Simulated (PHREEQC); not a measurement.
Make-up at 50 °C: 4 mmol/kgw H2SeO4, 0.33 mmol/kgw NH3 and 2.1 mmol/kgw FeCl3. Closed to the air; pH follows from the charge balance.

All values are PHREEQC results (ion-association model, wateq4f.dat), not measurements.

### Question
The ionic strength comes out as 0.0193 mol/kgw. What activity coefficients do FeCl+2, Fe2(OH)2+4, Cl-, FeOH+2, HSeO4- get?

### Answer
FeCl+2 0.57, Fe2(OH)2+4 0.10, Cl- 0.86, FeOH+2 0.57, HSeO4- 0.87.

Precipitation was switched off in this run. Examples of supersaturated solids here: Hematite (slow to form), Goethite (slow to form). Others may be too. Species that the database lacks are ignored. Constants without temperature data keep their 25 °C values here.
